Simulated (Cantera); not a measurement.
A Cantera script and what it prints.

```python
import numpy as np
import cantera as ct

gas_names = [...]  # 109 gases of nasa_gas.yaml made of C, Cl, H, Si
cond_names = """
    C(gr) C6H6(L) C7H8(L) C8H18(L),n-octa Si(cr) Si(L) SiC(b)
""".split()


# ... load() reads the species with a 1 bar reference pressure and builds the phases ...
atoms = {
    'SiH2Cl2': {'Si': 1, 'H': 2, 'CL': 2},
    'C2H2': {'C': 2, 'H': 2},
    'H2': {'H': 2},
}
top_T = {'C(gr)': 4500, 'SiC(b)': 3050}  # K; cautious upper limits of use, not melting points


# ... equilibrate(T, P, feed) seeds the gas with the atoms and calls Mixture.equilibrate('TP', solver="vcs", rtol=1e-11, max_steps=5000) ...
results = []
feed = {'SiH2Cl2': 1, 'C2H2': 0.31, 'H2': 400}  # mol
P = 26000  # Pa
for T in [948, 1148, 1348, 1548, 1748, 1948, 2148, 2348, 2548]:
    mix = equilibrate(T, P, feed)
    results.append((T, P, feed, dict(zip(mix.species_names, mix.species_moles))))
    x = sorted(zip(gas.X, gas.species_names), reverse=True)
    print(f"T = {T:g} K  P = {P:g} Pa  gas = {mix.phase_moles(0):.4g} mol")
    print("   x: " + "  ".join(f"{s} {v:.3e}" for v, s in x if v > 1e-06))
    print("   condensed (mol): " + ("  ".join(f"{mix.phase(i).name} {mix.phase_moles(i):.4g}"
          for i in range(1, mix.n_phases) if mix.phase_moles(i) > 1e-12) or "none"))
```

Output:

```
T = 948 K  P = 26000 Pa  gas = 402 mol
   x: H2 9.968e-01  HCL 2.365e-03  SiHCL3 4.672e-04  SiCL4 2.461e-04  SiH2CL2 8.977e-05  CH4 1.067e-05  SiCL2 8.539e-06  SiCL3 7.881e-06  SiH3CL 4.306e-06
   condensed (mol): Si(cr) 0.0531  SiC(b) 0.6157
T = 1148 K  P = 26000 Pa  gas = 402.3 mol
   x: H2 9.952e-01  HCL 4.693e-03  SiCL2 4.855e-05  SiHCL3 3.235e-05  SiH2CL2 1.724e-05  SiCL4 7.605e-06  CH4 7.412e-06  SiCL3 5.783e-06  SiH3CL 2.475e-06
   condensed (mol): Si(cr) 0.3371  SiC(b) 0.617
T = 1348 K  P = 26000 Pa  gas = 402.3 mol
   x: H2 9.951e-01  HCL 4.826e-03  SiCL2 6.569e-05  CH4 5.655e-06  H 4.526e-06  SiH2CL2 2.213e-06  SiHCL3 1.298e-06  SiCL3 1.205e-06  SiH3CL 1.073e-06
   condensed (mol): Si(cr) 0.3533  SiC(b) 0.6177
T = 1548 K  P = 26000 Pa  gas = 402.3 mol
   x: H2 9.950e-01  HCL 4.813e-03  SiCL2 7.747e-05  H 6.024e-05  CH4 4.616e-06  SiH2 2.713e-06
   condensed (mol): Si(cr) 0.3487  SiC(b) 0.6181
T = 1748 K  P = 26000 Pa  gas = 402.4 mol
   x: H2 9.946e-01  HCL 4.811e-03  H 4.469e-04  SiCL2 7.753e-05  SiH2 2.041e-05  Si 5.598e-06  CH4 4.459e-06  SiH 3.789e-06  CL 1.668e-06  SiCL 1.637e-06
   condensed (mol): Si(L) 0.3376  SiC(b) 0.6181
T = 1948 K  P = 26000 Pa  gas = 402.8 mol
   x: H2 9.927e-01  HCL 4.829e-03  H 2.208e-03  Si 8.934e-05  SiH2 7.778e-05  SiCL2 5.986e-05  SiH 3.489e-05  SiCL 8.487e-06  CL 8.053e-06  CH4 5.642e-06  Si2C 1.953e-06  C2H2,acetylene 1.084e-06
   condensed (mol): Si(L) 0.2724  SiC(b) 0.616
T = 2148 K  P = 26000 Pa  gas = 404.2 mol
   x: H2 9.860e-01  H 8.116e-03  HCL 4.827e-03  Si 6.007e-04  SiH2 1.626e-04  SiH 1.493e-04  SiCL2 3.414e-05  C2H2,acetylene 3.116e-05  Si2C 2.935e-05  CL 2.908e-05  SiCL 2.278e-05  CH4 9.579e-06  Si2 6.152e-06  CH3 1.525e-06
   condensed (mol): SiC(b) 0.5778
T = 2348 K  P = 26000 Pa  gas = 408 mol
   x: H2 9.683e-01  H 2.383e-02  HCL 4.764e-03  Si 1.683e-03  C2H2,acetylene 6.586e-04  SiH 2.853e-04  SiH2 1.711e-04  Si2C 1.057e-04  CL 8.403e-05  SiC2 3.402e-05  SiCL 2.953e-05  CH4 1.680e-05  SiCL2 1.218e-05  Si2 1.094e-05  CH3 7.691e-06
   condensed (mol): none
T = 2548 K  P = 26000 Pa  gas = 415.4 mol
   x: H2 9.335e-01  H 5.861e-02  HCL 4.589e-03  Si 1.976e-03  C2H2,acetylene 6.890e-04  SiH 2.395e-04  CL 2.028e-04  SiH2 8.609e-05  SiC2 3.284e-05  Si2C 2.147e-05  SiCL 1.778e-05  CH3 8.320e-06  CH4 7.452e-06  Si2 4.305e-06  C2H 3.432e-06  SiCL2 2.435e-06  CH2 1.097e-06
   condensed (mol): none
```

Equilibrium computed with Cantera from the NASA thermochemical tables; the gas is ideal and each condensed phase is pure. Mutual solubility and eutectic melting of coexisting phases are not modelled. The tables' values for SiCl are old estimates; treat these amounts as uncertain. Gases not in the tables: Si2H6 and higher silanes.
